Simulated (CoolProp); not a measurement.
Properties of sulfur dioxide along the isobar 1.01 bar (Tc = 430.6 K, pc = 78.87 bar, ω = 0.256).

Computed with CoolProp (reference Helmholtz-energy equation of state, Gao 2016).

```json
[
 {"T (K)": "228.3", "phase": "liquid", "Z": "0.002198", "cv (kJ/(kg K))": "0.8448", "speed of sound (m/s)": "1174", "Joule-Thomson coefficient (K/MPa)": "-0.2972", "expansivity (1/kK)": "1.629"},
 {"T (K)": "233.5", "phase": "liquid", "Z": "0.002167", "cv (kJ/(kg K))": "0.8406", "speed of sound (m/s)": "1152", "Joule-Thomson coefficient (K/MPa)": "-0.2941", "expansivity (1/kK)": "1.648"},
 {"T (K)": "238.6", "phase": "liquid", "Z": "0.002139", "cv (kJ/(kg K))": "0.8368", "speed of sound (m/s)": "1130", "Joule-Thomson coefficient (K/MPa)": "-0.2905", "expansivity (1/kK)": "1.668"},
 {"T (K)": "243.8", "phase": "liquid", "Z": "0.002112", "cv (kJ/(kg K))": "0.8332", "speed of sound (m/s)": "1109", "Joule-Thomson coefficient (K/MPa)": "-0.2864", "expansivity (1/kK)": "1.690"},
 {"T (K)": "248.9", "phase": "liquid", "Z": "0.002086", "cv (kJ/(kg K))": "0.8300", "speed of sound (m/s)": "1087", "Joule-Thomson coefficient (K/MPa)": "-0.2817", "expansivity (1/kK)": "1.714"},
 {"T (K)": "254", "phase": "liquid", "Z": "0.002063", "cv (kJ/(kg K))": "0.8270", "speed of sound (m/s)": "1066", "Joule-Thomson coefficient (K/MPa)": "-0.2765", "expansivity (1/kK)": "1.740"},
 {"T (K)": "259.2", "phase": "liquid", "Z": "0.002040", "cv (kJ/(kg K))": "0.8243", "speed of sound (m/s)": "1043", "Joule-Thomson coefficient (K/MPa)": "-0.2705", "expansivity (1/kK)": "1.769"},
 {"T (K)": "264.3", "phase": "gas", "Z": "0.9729", "cv (kJ/(kg K))": "0.4967", "speed of sound (m/s)": "205.8", "Joule-Thomson coefficient (K/MPa)": "57.56", "expansivity (1/kK)": "4.211"},
 {"T (K)": "269.5", "phase": "gas", "Z": "0.9749", "cv (kJ/(kg K))": "0.4980", "speed of sound (m/s)": "207.9", "Joule-Thomson coefficient (K/MPa)": "53.94", "expansivity (1/kK)": "4.095"},
 {"T (K)": "274.6", "phase": "gas", "Z": "0.9767", "cv (kJ/(kg K))": "0.4994", "speed of sound (m/s)": "209.9", "Joule-Thomson coefficient (K/MPa)": "50.65", "expansivity (1/kK)": "3.988"},
 {"T (K)": "279.8", "phase": "gas", "Z": "0.9784", "cv (kJ/(kg K))": "0.5008", "speed of sound (m/s)": "212.0", "Joule-Thomson coefficient (K/MPa)": "47.55", "expansivity (1/kK)": "3.887"},
 {"T (K)": "284.9", "phase": "gas", "Z": "0.9799", "cv (kJ/(kg K))": "0.5024", "speed of sound (m/s)": "213.9", "Joule-Thomson coefficient (K/MPa)": "44.74", "expansivity (1/kK)": "3.794"},
 {"T (K)": "290.1", "phase": "gas", "Z": "0.9813", "cv (kJ/(kg K))": "0.5040", "speed of sound (m/s)": "215.9", "Joule-Thomson coefficient (K/MPa)": "42.09", "expansivity (1/kK)": "3.704"},
 {"T (K)": "295.2", "phase": "gas", "Z": "0.9825", "cv (kJ/(kg K))": "0.5057", "speed of sound (m/s)": "217.8", "Joule-Thomson coefficient (K/MPa)": "39.69", "expansivity (1/kK)": "3.622"}
]
```
